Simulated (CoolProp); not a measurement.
A Linde-Hampson liquefier for ethylene: isothermal reversible compression at 290 K from 1 atm to 40 MPa, throttling to 1 atm, return gas leaving the recuperator 10 K below the feed. Each further row changes one setting.

Computed with CoolProp (reference Helmholtz-energy equation of state, Smukala 2000).

```csv
case,liquid yield per pass,compression work (kJ/kg of gas)
as stated,…,395
high pressure 80 MPa,…,476
warm-end temperature 320 K,0.414,468
warm-end gap 15 K,…,395
```

**Question.** Some entries are withheld; supply them.

**Answer.** 
- as stated, liquid yield per pass: 0.489
- high pressure 80 MPa, liquid yield per pass: 0.434
- warm-end gap 15 K, liquid yield per pass: 0.483
